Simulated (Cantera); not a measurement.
A perfectly stirred reactor is fed with CH4 : H2 : O2 : N2 = 1 : 1.2 : 3.56 : 9.62 (molar parts), at 500000 Pa; it is adiabatic with a 550 K inlet, and is followed from long to short residence time, starting on the burning branch (τ in s: 0.032, 0.015, 0.0067, 0.0031, 0.0014, 0.00064, 0.00029, 0.00013, 6.1e-05, 2.8e-05, 1.3e-05, 5.8e-06).

Model: GRI-Mech 3.0 (53 species, 325 reactions), integrated in Cantera.

Task: What does this change do: O2 3.56 to 2.4 parts?

Result: 
| quantity | before | after |
|---|---|---|
| blow-out, bracketed by the residence times tried | burning at 5.80 µs, the shortest tried | burning at 13.0 µs, out at 5.80 µs |
| x(CH4) at τ = 32.0 ms | 7.83e-7 | 3.41e-6 |
| x(H2) at τ = 32.0 ms | 0.00135 | 0.0132 |
| x(O2) at τ = 32.0 ms | 0.0612 | 0.000839 |
| x(N2O) at τ = 32.0 ms | 1.03e-6 | 1.23e-7 |
| x(C2H) at τ = 32.0 ms | <1e-12 | 8.39e-12 |
| x(CH4) at τ = 0.290 ms | 5.57e-5 | 8.39e-5 |
| x(H2) at τ = 0.290 ms | 0.00295 | 0.0182 |
| x(O2) at τ = 0.290 ms | 0.0657 | 0.00594 |
| x(N2O) at τ = 0.290 ms | 1.17e-6 | 2.24e-7 |
| x(C2H) at τ = 0.290 ms | 1.92e-10 | 2.37e-9 |

Task: What does this change do: pressure from 500000 Pa to 1000000 Pa?

Result: 
```tsv
quantity	before	after
blow-out, bracketed by the residence times tried	burning at 5.80 µs, the shortest tried	burning at 5.80 µs, the shortest tried
x(CH4) at τ = 32.0 ms	7.83e-7	4.76e-7
x(H2) at τ = 32.0 ms	0.00135	0.00101
x(O2) at τ = 32.0 ms	0.0612	0.0606
x(N2O) at τ = 32.0 ms	1.03e-6	1.48e-6
x(C2H) at τ = 32.0 ms	<1e-12	<1e-12
x(CH4) at τ = 0.290 ms	5.57e-5	4.02e-5
x(H2) at τ = 0.290 ms	0.00295	0.00172
x(O2) at τ = 0.290 ms	0.0657	0.0649
x(N2O) at τ = 0.290 ms	1.17e-6	1.67e-6
x(C2H) at τ = 0.290 ms	1.92e-10	1.43e-10
```
